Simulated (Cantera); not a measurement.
A closed system holds: 1 mol SiHCl3, 0.78 mol NH3, 18 mol N2, at 0.180 Torr.

Method: chemical equilibrium by Gibbs-energy minimisation in Cantera with the NASA 1993 tables (ideal gas, pure condensed phases). Candidate condensed phases: NH4Cl, Si, Si3N4; 28 gas species. The tables' values for SiCl3, SiCl are old estimates; treat these amounts as uncertain. Equilibrium is a limit: real reactors are often held back by kinetics, nucleation or transport. All values below are at 1252 °C.

Base state: N2 0.853, H2 0.0543, SiCl2 0.0460, HCl 0.0459, H 0.000356, SiCl3 0.000299, Cl 0.000241, SiCl 5.14e-5 (mole fractions); condensed: gas only.

Task: What changes in the equilibrium state with this change: NH3 from 0.78 to 0.15 mol?

Result: 
```csv
species,before,after
N2,0.853,0.890
SiCl2,0.0460,0.0485
HCl,0.0459,0.0480
H2,0.0543,0.0116
SiCl4,5.76e-6,3.09e-5
Si,2.84e-5,5.89e-6
SiCl3,0.000299,0.000710
```

Task: What changes in the equilibrium state with this change: NH3 from 0.78 to 8.9 mol?

Result: 
```json
[
 {"species": "N2", "before": "0.853", "after": "0.591"},
 {"species": "H2", "before": "0.0543", "after": "0.344"},
 {"species": "HCl", "before": "0.0459", "after": "0.0491"},
 {"species": "SiCl2", "before": "0.0460", "after": "0.0153"},
 {"species": "SiCl3", "before": "0.000299", "after": "4.21e-5"},
 {"species": "H", "before": "0.000356", "after": "0.000896"},
 {"species": "Si3N4(s), mol", "before": "0", "after": "0.141"}
]
```
